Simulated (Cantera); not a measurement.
What does this Cantera script print?

```python
import numpy as np
import cantera as ct

gas_names = """
    H H2 N NH NH2 NH3 N2 N2H2 N2H4 V VN
""".split()
cond_names = """
    V(cr) V(L) VN(s)
""".split()


# ... load() reads the species with a 1 bar reference pressure and builds the phases ...
atoms = {
    'V': {'V': 1},
    'NH3': {'N': 1, 'H': 3},
}
top_T = {'VN(s)': 2300}  # K; cautious upper limits of use, not melting points


# ... equilibrate(T, P, feed) seeds the gas with the atoms and calls Mixture.equilibrate('TP', solver="vcs", rtol=1e-11, max_steps=5000) ...
results = []
T = 975  # K
P = 160000  # Pa
for m in [0.95, 1.1, 1.4, 1.6, 1.9, 2.3, 2.8, 3.3, 3.9]:
    feed = {'V': 1, 'NH3': m}  # mol
    mix = equilibrate(T, P, feed)
    results.append((T, P, feed, dict(zip(mix.species_names, mix.species_moles))))
    x = sorted(zip(gas.X, gas.species_names), reverse=True)
    print(f"T = {T:g} K  P = {P:g} Pa  n(NH3) = {m:g} mol  gas = {mix.phase_moles(0):.4g} mol")
    print("   x: " + "  ".join(f"{s} {v:.3e}" for v, s in x if v > 1e-06))
    print("   condensed (mol): " + ("  ".join(f"{mix.phase(i).name} {mix.phase_moles(i):.4g}"
          for i in range(1, mix.n_phases) if mix.phase_moles(i) > 1e-12) or "none"))
```

Result:

```
T = 975 K  P = 160000 Pa  n(NH3) = 0.95 mol  gas = 1.425 mol
   x: H2 1.000e+00
   condensed (mol): V(cr) 0.05  VN(s) 0.95
T = 975 K  P = 160000 Pa  n(NH3) = 1.1 mol  gas = 1.7 mol
   x: H2 9.705e-01  N2 2.933e-02  NH3 1.807e-04
   condensed (mol): VN(s) 1
T = 975 K  P = 160000 Pa  n(NH3) = 1.4 mol  gas = 2.299 mol
   x: H2 9.129e-01  N2 8.684e-02  NH3 2.837e-04
   condensed (mol): VN(s) 1
T = 975 K  P = 160000 Pa  n(NH3) = 1.6 mol  gas = 2.699 mol
   x: H2 8.887e-01  N2 1.110e-01  NH3 3.081e-04
   condensed (mol): VN(s) 1
T = 975 K  P = 160000 Pa  n(NH3) = 1.9 mol  gas = 3.299 mol
   x: H2 8.634e-01  N2 1.362e-01  NH3 3.269e-04
   condensed (mol): VN(s) 1
T = 975 K  P = 160000 Pa  n(NH3) = 2.3 mol  gas = 4.099 mol
   x: H2 8.412e-01  N2 1.584e-01  NH3 3.390e-04
   condensed (mol): VN(s) 1
T = 975 K  P = 160000 Pa  n(NH3) = 2.8 mol  gas = 5.098 mol
   x: H2 8.233e-01  N2 1.764e-01  NH3 3.463e-04
   condensed (mol): VN(s) 1
T = 975 K  P = 160000 Pa  n(NH3) = 3.3 mol  gas = 6.098 mol
   x: H2 8.112e-01  N2 1.884e-01  NH3 3.501e-04
   condensed (mol): VN(s) 1
T = 975 K  P = 160000 Pa  n(NH3) = 3.9 mol  gas = 7.297 mol
   x: H2 8.011e-01  N2 1.985e-01  NH3 3.527e-04
   condensed (mol): VN(s) 1
```

These are equilibrium values from Cantera (NASA tables, ideal gas, pure condensed phases), not measurements of a reactor. VN: taken at fixed stoichiometry. Condensed phases not in the tables: V2N, N, O or C dissolved in the metal.
